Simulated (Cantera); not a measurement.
Cantera with NASA thermochemical tables; ideal gases at 1 bar, condensed phases pure. Values are per mole of reaction as written; species without (g) are pure solids or liquids, kept so even where they would boil at 1 bar.

Question: Between 523 and 1023 K, where is each reaction favourable under standard conditions?
- SF4(g) + F2(g) → SF6(g)
- 6 SF4(g) → S2(g) + 4 SF6(g)
- 2 SF6(g) → S2(g) + 12 F(g)

Answer: 
- SF4(g) + F2(g) → SF6(g): ΔG° is -347 kJ at 523 K and -241 kJ at 1023 K; it stays negative (K > 1). ΔH° is -455 kJ and ΔS° -210 J/K at 1023 K.
- 6 SF4(g) → S2(g) + 4 SF6(g): ΔG° is 39 kJ at 523 K and 248 kJ at 1023 K; it stays positive (K < 1). ΔH° is -178 kJ and ΔS° -417 J/K at 1023 K.
- 2 SF6(g) → S2(g) + 12 F(g): ΔG° is 2705 kJ at 523 K and 1906 kJ at 1023 K; it stays positive (K < 1). ΔH° is 3543 kJ and ΔS° 1600 J/K at 1023 K.
